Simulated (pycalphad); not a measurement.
All values are pycalphad results on the COST 507 light-alloy database (1999) (1 atm), not direct measurements. These are 1990s assessments: newer ones move some temperatures and phases. Amounts are mole fractions of atoms.

Q: Give the equilibrium state of Mg-3.22Si-0.5192Al (wt.%) at 890 K.

A: 
```
T = 890.00 K, P = 101325 Pa, N = 1 mol of atoms
G = -40609 J/mol, H = 14727 J/mol, S = 62.18 J/(mol K)  (SER reference)
chemical potentials (J/mol): Mg -39310, Si -81146, Al -66562
phase             fraction      x(Mg)      x(Si)      x(Al)
HCP_A3              0.9161     0.9948   1.99e-05     0.0051
MG2SI               0.0839     0.6667     0.3333       none
```

Q: Give the equilibrium state of Mg-3.22Si-0.5192Al (wt.%) at 970 K.

A: 
```
T = 970.00 K, P = 101325 Pa, N = 1 mol of atoms
G = -46321 J/mol, H = 26904 J/mol, S = 75.49 J/(mol K)  (SER reference)
chemical potentials (J/mol): Mg -45094, Si -82245, Al -84819
phase             fraction      x(Mg)      x(Si)      x(Al)
LIQUID              0.9860     0.9716     0.0236     0.0048
MG2SI               0.0140     0.6667     0.3333       none
```

Database names, with the compositions (at.%) that they take in these runs: MG2SI: Mg 67 Si 33. HCP_A3 is hcp. An entry "none" or "no" means that the model of the phase leaves that element out.
